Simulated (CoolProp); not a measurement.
Values from CoolProp's reference Helmholtz-energy equation of state, Lemmon 2006. It is a short technical equation, of lower accuracy than the large ones.

Q: For carbon monoxide, give the phase and the density (kg/m³), cp (kJ/(kg K)), cv (kJ/(kg K)), speed of sound (m/s) at 80.3 K and 4690 kPa; 204.6 K and 4690 kPa.

A: 
- 80.3 K and 4690 kPa: liquid; density 809, cp 2.10, cv 1.16, speed of sound 918
- 204.6 K and 4690 kPa: supercritical; density 86.0, cp 1.31, cv 0.776, speed of sound 289
